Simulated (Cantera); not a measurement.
A closed system holds: 1 mol CO2, 0.48 mol H2, held at 2373 K and 1.33 mbar.

Equilibrium computed with Cantera from the NASA thermochemical tables; the gas is ideal and each condensed phase is pure. Candidate condensed phases: C, C6H6, C7H8, C8H18, H2O; 110 gas species. Kinetics and transport are ignored.

Base state: CO 0.370, CO2 0.185, H2O 0.149, H 0.0865, O2 0.0620, H2 0.0511, O 0.0511, OH 0.0449 (mole fractions); condensed: gas only.

### Question
What changes in the equilibrium state with this change: H2 from 0.48 to 3 mol?

### Answer
```csv
species,before,after
H2,0.0511,0.356
H,0.0865,0.228
CO,0.370,0.200
CO2,0.185,0.0163
O2,0.0620,0.00164
O,0.0511,0.00831
OH,0.0449,0.0193
H2O,0.149,0.169
```

### Question
What changes in the equilibrium state with this change: H2 from 0.48 to 3.8 mol?

### Answer
| species | before | after |
|---|---|---|
| H2 | 0.0511 | 0.408 |
| H | 0.0865 | 0.244 |
| CO | 0.370 | 0.169 |
| CO2 | 0.185 | 0.0104 |
| O2 | 0.0620 | 0.000928 |
| O | 0.0511 | 0.00625 |
| OH | 0.0449 | 0.0155 |
| H2O | 0.149 | 0.146 |
